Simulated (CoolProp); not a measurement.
Vapour-liquid equilibrium of toluene (1) + ethylbenzene (2) at 280.5 K; x and y are mole fractions of (1).

Values from CoolProp's multi-fluid Helmholtz-energy mixture model, Lemmon 2006 and Zhou 2012; pair parameters Bell 2016.

```
x      bubble pressure (MPa)  y at the bubble point  dew pressure at overall composition x (MPa)  liquid density (mol/L)
-----  ---------------------  ---------------------  -------------------------------------------  ----------------------
0.05               0.0004835                  0.152                                    0.0004472                   8.325
0.125              0.0005576                  0.321                                    0.0004733                   8.411
0.2                0.0006283                  0.447                                    0.0005025                   8.498
0.275              0.0006975                  0.547                                    0.0005354                   8.587
0.35               0.0007664                  0.629                                    0.0005725                   8.678
0.425              0.0008361                  0.699                                    0.0006148                   8.771
0.5                0.0009073                  0.759                                    0.0006634                   8.865
0.575              0.0009804                  0.811                                    0.0007198                   8.962
0.65                0.001056                  0.857                                    0.0007862                   9.059
0.725               0.001133                  0.897                                    0.0008657                   9.158
0.8                 0.001212                  0.931                                    0.0009635                   9.259
0.875               0.001292                  0.961                                     0.001089                   9.362
0.95                0.001372                  0.986                                     0.001261                   9.465
```

No azeotrope shows between x = 0.05 and 0.95.

Pair parameters are fitted to limited data, so mixtures are less certain than the pure fluids. The gap from Raoult's law changes sign with composition, which may be real or a fault of the pair parameters; it wasn't checked against measurements.
